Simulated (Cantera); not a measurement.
Charge: 1 mol AlCl3, 43 mol N2O, 5.5 mol N2, held at 65.0 mbar.

Cantera equilibrium calculation (NASA polynomials, part measured and part estimated; ideal gas, pure solids and liquids). Candidate condensed phases: Al, AlCl3, AlN, Al2O3; 24 gas species. The numbers say what is thermodynamically allowed, not how fast it happens. All values below are at 1848 K.

Base state: N2 0.669, O2 0.284, Cl 0.0401, NO 0.00522, Cl2 0.000674, O 0.000396, ClO 9.30e-5 (mole fractions); condensed: Al2O3(s).

### Question
What changes in the equilibrium state with this change: N2O from 43 to 0.63 mol?

### Answer
```
species          before     after
-------------  --------  --------
N2                0.669     0.776
Cl               0.0401     0.142
AlCl3           1.38e-6    0.0733
O2                0.284   2.26e-5
AlCl2           9.63e-9  0.000144
O              0.000396   3.53e-6
Al2O3(s), mol     0.500     0.210
```
The tables' values for AlCl2 are old estimates; treat these amounts as uncertain.
